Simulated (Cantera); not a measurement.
Mixture: CH4 : H2 : O2 : N2 : H2O = 1 : 0.74 : 2.37 : 16.4 : 0.6 (molar parts), equivalence ratio 1.0, at 3750 Torr, adiabatic and at constant pressure. Ignition delay is the time to a rise of 400 K.

Cantera simulation using GRI-Mech 3.0 (53 species, 325 reactions); the numbers are that mechanism's predictions, not measurements.

Question: What does this change do: constant volume in place of constant pressure?

Answer: 
| quantity | before | after |
|---|---|---|
| delay at 1250 K | 0.504 ms | 0.441 ms |
| delay at 1400 K | 0.168 ms | 0.148 ms |
| delay at 1550 K | 63.8 µs | 57.3 µs |
| delay at 1700 K | 27.2 µs | 24.7 µs |
| delay at 1850 K | 13.0 µs | 11.9 µs |
| apparent activation energy between 1775 and 1925 K | 130 kJ/mol | 130 kJ/mol |

Question: What does this change do: pressure from 3750 Torr to 1730 Torr?

Answer: 
```csv
quantity,before,after
delay at 1250 K,0.504 ms,0.927 ms
delay at 1400 K,0.168 ms,0.302 ms
delay at 1550 K,63.8 µs,0.114 ms
delay at 1700 K,27.2 µs,50.3 µs
delay at 1850 K,13.0 µs,25.2 µs
apparent activation energy between 1775 and 1925 K,130 kJ/mol,120 kJ/mol
```
